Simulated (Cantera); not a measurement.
Input: 1 mol Si(CH3)4, 2 mol HCl, 16 mol H2, equilibrated at 0.0133 bar.

Method: chemical equilibrium by Gibbs-energy minimisation in Cantera with the NASA 1993 tables (ideal gas, pure condensed phases). Candidate condensed phases: C, C6H6, C7H8, C8H18, Si, SiC; 109 gas species. The tables' values for SiCl are old estimates; treat these amounts as uncertain. Gases not in the tables: Si2H6 and higher silanes. The numbers say what is thermodynamically allowed, not how fast it happens.

x: gas mole fraction; n: condensed amount in mol.

```tsv
T (K)	x H2	x H	x HCl	x Si	x Cl	x C2H2 (acetylene)	x SiC2	n C(graphite)	n SiC(s)
1173	0.917	9.78e-7	0.0831	<1e-12	7.75e-8	5.61e-8	<1e-12	3.00	0.998
1273	0.917	…	0.0832	…	…	…	<1e-12	3.00	0.998
1373	0.917	2.76e-5	0.0831	1.23e-10	2.07e-6	1.58e-6	<1e-12	3.00	0.998
1473	0.917	0.000105	0.0830	2.69e-9	7.70e-6	5.96e-6	3.71e-12	3.00	0.996
1573	0.917	0.000337	0.0828	3.94e-8	2.42e-5	1.89e-5	1.25e-10	3.00	0.994
1673	0.916	0.000944	0.0825	4.19e-7	6.64e-5	5.22e-5	2.74e-9	3.01	0.991
1773	0.915	0.00236	0.0820	3.39e-6	0.000162	0.000128	4.22e-8	3.01	0.988
1873	0.912	0.00534	0.0814	2.20e-5	0.000361	0.000285	4.82e-7	3.00	0.983
1973	0.906	0.0111	0.0803	0.000117	0.000737	0.000581	4.27e-6	3.00	0.975
2073	0.895	0.0216	0.0786	0.000532	0.00140	0.00110	3.06e-5	2.99	0.955
2173	0.876	…	0.0760	…	…	…	…	3.00	0.897
2273	0.843	0.0668	0.0719	0.00730	0.00412	0.00318	0.000917	3.08	0.704
2373	0.783	0.107	0.0653	0.0229	0.00638	0.00482	0.00403	3.40	0.0698
```

Problem. Some entries are withheld; supply them.

Solution. 
- 1273, x H: 5.91e-6
- 1273, x Si: 3.47e-12
- 1273, x Cl: 4.56e-7
- 1273, x C2H2 (acetylene): 3.41e-7
- 2173, x H: 0.0391
- 2173, x Si: 0.00209
- 2173, x Cl: 0.00248
- 2173, x C2H2 (acetylene): 0.00193
- 2173, x SiC2: 0.000181
